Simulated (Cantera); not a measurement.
A Cantera script and its output.

```python
import numpy as np
import cantera as ct

gas = ct.Solution("gri30.yaml")
gas.TPX = 650, 100000, {'C3H8': 1, 'O2': 5.38, 'N2': 20.2}
flame = ct.FreeFlame(gas, width=0.04)
flame.set_refine_criteria(ratio=3, slope=0.08, curve=0.16)
flame.transport_model = "mixture-averaged"
flame.solve(loglevel=0, auto=True)
z, T = flame.grid, flame.T
thick = (T[-1] - T[0]) / np.gradient(T, z).max()
show = ['C3H8', 'O2', 'HO2', 'C2H6', 'H2O', 'CH2O']
print(f"laminar burning velocity  {flame.velocity[0] * 100:.3f} cm/s")
print(f"burnt temperature         {T[-1]:.1f} K")
print(f"thermal thickness         {thick * 1e3:.4f} mm")
print(f"grid points               {len(z)}")
z0 = z[flame.heat_release_rate.argmax()]
print(f"{'z/mm':>9s}{'T/K':>9s}{'u/(m/s)':>9s}" + "".join(f"{s:>11s}" for s in show))
rows = []
for k in (-3, -2, -1.5, -1, -0.5, -0.25, 0, 0.25, 0.5, 1, 2, 4, 8):
    zz = z0 + k * thick
    rows.append([k * thick, np.interp(zz, z, T), np.interp(zz, z, flame.velocity),
                 *(np.interp(zz, z, flame.X[gas.species_index(s)]) for s in show)])
    print(f"{rows[-1][0] * 1e3:9.3f}{rows[-1][1]:9.1f}{rows[-1][2]:9.3f}" + "".join(f"{x:11.3e}" for x in rows[-1][3:]))
```

It prints:

```
laminar burning velocity  180.857 cm/s
burnt temperature         2402.9 K
thermal thickness         0.2643 mm
grid points               153
     z/mm      T/K  u/(m/s)       C3H8         O2        HO2       C2H6        H2O       CH2O
   -0.793    650.1    1.810  3.760e-02  2.022e-01  9.680e-08  3.622e-08  2.308e-05  1.619e-07
   -0.529    651.1    1.816  3.754e-02  2.018e-01  1.523e-06  9.188e-07  2.641e-04  3.455e-06
   -0.397    654.7    1.830  3.745e-02  2.011e-01  6.436e-06  5.260e-06  9.494e-04  1.754e-05
   -0.264    680.8    1.913  3.706e-02  1.978e-01  3.630e-05  5.538e-05  4.781e-03  1.423e-04
   -0.132    932.7    2.682  2.973e-02  1.720e-01  1.465e-04  9.617e-04  3.058e-02  1.234e-03
   -0.066   1303.7    3.862  1.226e-02  1.327e-01  3.349e-04  1.376e-03  6.300e-02  1.920e-03
    0.000   1699.6    5.155  5.952e-04  8.538e-02  2.522e-04  1.885e-04  9.673e-02  9.805e-04
    0.066   1881.4    5.732  1.296e-06  5.630e-02  3.760e-05  1.722e-06  1.138e-01  1.438e-04
    0.132   1933.3    5.875  4.058e-10  4.407e-02  1.139e-05  3.255e-09  1.184e-01  1.031e-05
    0.264   1985.2    5.994  5.377e-16  3.630e-02  8.040e-06  8.082e-14  1.185e-01  4.223e-08
    0.529   2053.5    6.159  1.550e-23  3.207e-02  6.287e-06  3.925e-19  1.190e-01  1.326e-10
    1.057   2136.8    6.372  9.717e-32  2.918e-02  4.688e-06  3.462e-25  1.230e-01  9.585e-11
    2.115   2227.8    6.603 -2.456e-40  2.617e-02  3.333e-06  8.287e-30  1.282e-01  6.860e-11
```

Computed with Cantera and GRI-Mech 3.0 (53 species, 325 reactions). GRI-Mech 3.0 was tuned for natural gas; its chemistry of propane as a main component is partial and can be far from experiment. Burning velocities carry a grid error of a few per cent, more on coarse grids.
